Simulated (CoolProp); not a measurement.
Vapour-liquid equilibrium of dimethyl ether (1) + n-hexane (2) at 185 kPa; x and y are mole fractions of (1).

Computed with CoolProp (multi-fluid Helmholtz-energy mixture model, Wu 2011 and Thol 2019; pair parameters Bell 2016).

| x | bubble temperature, mixture model (°C) | bubble temperature, Raoult's law (°C) | y, mixture model | y, Raoult's law |
|---|---|---|---|---|
| 0.05 | 67.0 | 68.9 | 0.488 | 0.477 |
| 0.2 | 28.9 | 35.9 | 0.887 | 0.863 |
| 0.35 | 12.9 | 19.3 | 0.953 | 0.945 |
| 0.5 | ? | 8.9 | 0.974 | 0.974 |
| 0.65 | ? | 1.5 | ? | 0.988 |
| 0.8 | -4.8 | -4.1 | 0.991 | 0.995 |
| 0.95 | -8.7 | -8.7 | 0.998 | 0.999 |

Fill in the missing entries.


- 0.5, bubble temperature, mixture model (°C): 4.6
- 0.65, bubble temperature, mixture model (°C): -0.7
- 0.65, y, mixture model: 0.984

The largest gap from Raoult's law is -7.0 K in bubble temperature, at x = 0.2. No azeotrope shows between x = 0.05 and 0.95.

The pair parameters rest on a limited set of measurements; away from them the model extrapolates.
